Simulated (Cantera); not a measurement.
Source: NASA polynomial tables (part measured, part estimated), evaluated in Cantera. Values are per mole of reaction as written; species without (g) are pure solids or liquids, kept so even where they would boil at 1 bar.

Problem. Between 350 and 800 K, where is each reaction favourable under standard conditions?
- Cr2N + 8 O(g) ⇌ NO2(g) + 2 CrO3(g)
- Cr2N + NO(g) ⇌ N2O(g) + 2 Cr

Solution. 
- Cr2N + 8 O(g) ⇌ NO2(g) + 2 CrO3(g): ΔG° is -2216 kJ at 350 K and -1933 kJ at 800 K; it stays negative (K > 1). ΔH° is -2452 kJ and ΔS° -648 J/K at 800 K.
- Cr2N + NO(g) ⇌ N2O(g) + 2 Cr: ΔG° is 119 kJ at 350 K and 125 kJ at 800 K; it stays positive (K < 1). ΔH° is 112 kJ and ΔS° -17 J/K at 800 K.
